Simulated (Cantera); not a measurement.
Premixed flame

A freely propagating, adiabatic, planar premixed flame of 29.6 % H2, 14.8 % O2, 55.6 % N2, unburnt at 373 K and 5.00 bar; mixture-averaged transport, grid criteria slope 0.08 and curve 0.16, no radiation.

Detailed kinetics in Cantera: the H2/O2 subset of GRI-Mech 3.0, which has no nitrogen chemistry. The hydrogen kinetics of GRI-Mech 3.0 are dated; newer H2 mechanisms differ, most at raised pressure. Burning velocities carry a grid error of a few per cent, more on coarse grids.

```json
[
 {"z (mm)": "-0.154", "T (K)": "373", "u (m/s)": "2.81", "x H2": "0.296", "x O2": "0.148", "x OH": "<1e-8", "x H2O": "<1e-8", "x H2O2": "<1e-8", "x H": "<1e-8"},
 {"z (mm)": "-0.103", "T (K)": "373", "u (m/s)": "2.81", "x H2": "0.296", "x O2": "0.148", "x OH": "<1e-8", "x H2O": "1.86e-7", "x H2O2": "<1e-8", "x H": "<1e-8"},
 {"z (mm)": "-0.0771", "T (K)": "373", "u (m/s)": "2.81", "x H2": "0.295", "x O2": "0.148", "x OH": "<1e-8", "x H2O": "1.96e-6", "x H2O2": "1.18e-8", "x H": "<1e-8"},
 {"z (mm)": "-0.0514", "T (K)": "375", "u (m/s)": "2.81", "x H2": "0.292", "x O2": "0.149", "x OH": "<1e-8", "x H2O": "3.49e-5", "x H2O2": "2.58e-7", "x H": "<1e-8"},
 {"z (mm)": "-0.0257", "T (K)": "444", "u (m/s)": "3.22", "x H2": "0.264", "x O2": "0.153", "x OH": "1.36e-5", "x H2O": "0.00381", "x H2O2": "3.83e-5", "x H": "1.70e-6"},
 {"z (mm)": "-0.0128", "T (K)": "790", "u (m/s)": "5.49", "x H2": "0.210", "x O2": "0.144", "x OH": "0.000927", "x H2O": "0.0397", "x H2O2": "0.000154", "x H": "0.00124"},
 {"z (mm)": "0", "T (K)": "1285", "u (m/s)": "8.69", "x H2": "0.139", "x O2": "0.109", "x OH": "0.00273", "x H2O": "0.121", "x H2O2": "5.17e-5", "x H": "0.0102"},
 {"z (mm)": "0.0128", "T (K)": "1625", "u (m/s)": "10.9", "x H2": "0.0796", "x O2": "0.0645", "x OH": "0.00693", "x H2O": "0.201", "x H2O2": "6.40e-6", "x H": "0.0201"},
 {"z (mm)": "0.0257", "T (K)": "1817", "u (m/s)": "12.1", "x H2": "0.0504", "x O2": "0.0385", "x OH": "0.0111", "x H2O": "0.244", "x H2O2": "3.55e-6", "x H": "0.0224"},
 {"z (mm)": "0.0514", "T (K)": "2007", "u (m/s)": "13.3", "x H2": "0.0352", "x O2": "0.0233", "x OH": "0.0144", "x H2O": "0.272", "x H2O2": "2.07e-6", "x H": "0.0176"},
 {"z (mm)": "0.103", "T (K)": "2169", "u (m/s)": "14.3", "x H2": "0.0286", "x O2": "0.0174", "x OH": "0.0141", "x H2O": "0.288", "x H2O2": "1.30e-6", "x H": "0.0105"},
 {"z (mm)": "0.206", "T (K)": "2292", "u (m/s)": "15.0", "x H2": "0.0221", "x O2": "0.0134", "x OH": "0.0121", "x H2O": "0.302", "x H2O2": "8.98e-7", "x H": "0.00554"},
 {"z (mm)": "0.411", "T (K)": "2376", "u (m/s)": "15.4", "x H2": "0.0161", "x O2": "0.0104", "x OH": "0.00979", "x H2O": "0.313", "x H2O2": "6.48e-7", "x H": "0.00282"}
]
```
x: mole fraction of selected species; z is measured from the peak of heat release.

```json
{
  "laminar_burning_velocity": "281 cm/s",
  "thermal_thickness": "0.0514 mm",
  "peak x(OH)": "0.0146",
  "peak x(H2O2)": "0.000154",
  "peak x(H)": "0.0225",
  "grid_points": "110"
}
```
